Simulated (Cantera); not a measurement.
Adiabatic ignition

An adiabatic, constant-volume homogeneous reactor starts with 4.06 % CH4, 0.487 % C2H6, 20.0 % O2, 75.4 % N2, equivalence ratio 0.49, at 1800 K and 29000 Pa.

Model: GRI-Mech 3.0 (53 species, 325 reactions), integrated in Cantera.

| t (s) | T (K) | P (bar) | x CH4 | x C2H6 | x O2 | x HCN | x CO2 | x H2 | x CH3 |
|---|---|---|---|---|---|---|---|---|---|
| 1.00e-5 | 1792 | 0.289 | 0.0404 | 0.00417 | 0.200 | 1.57e-12 | 9.19e-7 | 3.14e-5 | 0.00130 |
| 2.70e-5 | 1787 | 0.289 | 0.0393 | 0.00301 | 0.199 | 2.11e-10 | 3.03e-5 | 0.000549 | 0.00302 |
| 7.28e-5 | 1992 | 0.327 | 0.0200 | 0.000126 | 0.172 | 1.15e-7 | 0.00128 | 0.0122 | 0.00453 |
| 0.000196 | 2451 | 0.411 | <1e-12 | <1e-12 | 0.0965 | 2.32e-12 | 0.0302 | 0.00669 | <1e-12 |
| 0.000529 | 2549 | 0.425 | <1e-12 | <1e-12 | 0.0967 | 4.93e-12 | 0.0325 | 0.00564 | <1e-12 |
| 0.00143 | 2638 | 0.437 | <1e-12 | <1e-12 | 0.0962 | 1.32e-11 | 0.0350 | 0.00459 | <1e-12 |
| 0.00385 | 2643 | 0.437 | <1e-12 | <1e-12 | 0.0939 | 2.32e-11 | 0.0355 | 0.00441 | <1e-12 |
| 0.0104 | 2636 | 0.436 | <1e-12 | <1e-12 | 0.0908 | 3.35e-11 | 0.0358 | 0.00435 | <1e-12 |
| 0.0280 | 2633 | 0.435 | <1e-12 | <1e-12 | 0.0896 | 3.70e-11 | 0.0359 | 0.00432 | <1e-12 |
| 0.0756 | 2633 | 0.435 | <1e-12 | <1e-12 | 0.0895 | 3.71e-11 | 0.0359 | 0.00432 | <1e-12 |
| 0.204 | 2633 | 0.435 | <1e-12 | <1e-12 | 0.0895 | 3.71e-11 | 0.0359 | 0.00432 | <1e-12 |
| 0.550 | 2633 | 0.435 | <1e-12 | <1e-12 | 0.0895 | 3.71e-11 | 0.0359 | 0.00432 | <1e-12 |
| 1.48 | 2633 | 0.435 | <1e-12 | <1e-12 | 0.0895 | 3.71e-11 | 0.0359 | 0.00432 | <1e-12 |
| 4.00 | 2633 | 0.435 | <1e-12 | <1e-12 | 0.0895 | 3.71e-11 | 0.0359 | 0.00432 | <1e-12 |
x: mole fraction; the columns are a selection and need not sum to one.

```yaml
time_of_steepest_temperature_rise: 86.2 µs
temperature at 4.00 s: 2633 K
equilibrium_temperature: 2633 K
x(CH4) at 4.00 s: <1e-12 (gas-phase equilibrium <1e-12)
x(C2H6) at 4.00 s: <1e-12 (gas-phase equilibrium <1e-12)
x(O2) at 4.00 s: 0.0895 (gas-phase equilibrium 0.0895)
```
